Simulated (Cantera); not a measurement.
Input: 1 mol Al, 8.2 mol NH₃, 110 mol H₂, equilibrated at 1948 K and 1.00 bar.

Cantera equilibrium calculation (NASA polynomials, part measured and part estimated; ideal gas, pure solids and liquids). Candidate condensed phases: Al, AlN; 13 gas species. Rates play no part.

Problem. What is the equilibrium state?

Solution. 
| Property | Value |
|---|---|
| x(H₂) | 0.970 |
| x(N₂) | 0.0286 |
| x(H) | 0.00111 |
| x(Al) | 4.41e-5 |
| x(AlH) | 1.36e-5 |
| x(NH₃) | 3.55e-6 |
| n(AlN(s)) | 0.993 mol |
| gas amount | 126.0 mol |
| log10 activity of Al(l) (absent) | -1.93 |
